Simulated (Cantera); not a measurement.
An isothermal, constant-pressure homogeneous reactor starts with H2 : O2 : N2 = 1.2 : 1 : 0.52 (molar parts), equivalence ratio 0.60, at 850 K and 158 Torr. Integrator tolerance rtol = 1e-08.

Model: the H2/O2 subset of GRI-Mech 3.0, which has no nitrogen chemistry, integrated in Cantera. Below about 950 K walls govern HO2 and H2O2 in real vessels. The temperature is held fixed by assumption; the heat of reaction is taken as removed at once.

Question: What does this change do: O2 1 to 0.11 parts?

Answer: 
| quantity | before | after |
|---|---|---|
| x(H2) at 40.0 s | 0.0827 (gas-phase equilibrium 1.31e-12) | 0.570 (gas-phase equilibrium 0.570) |
| x(O2) at 40.0 s | 0.222 (gas-phase equilibrium 0.189) | <1e-12 (gas-phase equilibrium <1e-12) |
| x(HO2) at 40.0 s | 2.67e-5 (gas-phase equilibrium 8.24e-11) | <1e-12 (gas-phase equilibrium <1e-12) |
| x(OH) at 40.0 s | 2.02e-8 (gas-phase equilibrium 1.26e-8) | 6.14e-11 (gas-phase equilibrium <1e-12) |
| x(H2O2) at 40.0 s | 0.000833 (gas-phase equilibrium 3.33e-11) | <1e-12 (gas-phase equilibrium <1e-12) |
| x(H) at 40.0 s | 4.79e-8 (gas-phase equilibrium <1e-12) | 4.84e-7 (gas-phase equilibrium 3.40e-11) |
| x(H2O) at 40.0 s | 0.459 (gas-phase equilibrium 0.566) | 0.128 (gas-phase equilibrium 0.128) |

Question: What does this change do: temperature 850 to 925 K?

Answer: 
| quantity | before | after |
|---|---|---|
| x(H2) at 40.0 s | 0.0827 (gas-phase equilibrium 1.31e-12) | 2.13e-5 (gas-phase equilibrium 2.24e-11) |
| x(O2) at 40.0 s | 0.222 (gas-phase equilibrium 0.189) | 0.189 (gas-phase equilibrium 0.189) |
| x(HO2) at 40.0 s | 2.67e-5 (gas-phase equilibrium 8.24e-11) | 2.87e-7 (gas-phase equilibrium 3.78e-10) |
| x(OH) at 40.0 s | 2.02e-8 (gas-phase equilibrium 1.26e-8) | 1.53e-8 (gas-phase equilibrium 8.09e-8) |
| x(H2O2) at 40.0 s | 0.000833 (gas-phase equilibrium 3.33e-11) | 1.66e-8 (gas-phase equilibrium 1.13e-10) |
| x(H) at 40.0 s | 4.79e-8 (gas-phase equilibrium <1e-12) | 1.48e-11 (gas-phase equilibrium <1e-12) |
| x(H2O) at 40.0 s | 0.459 (gas-phase equilibrium 0.566) | 0.566 (gas-phase equilibrium 0.566) |
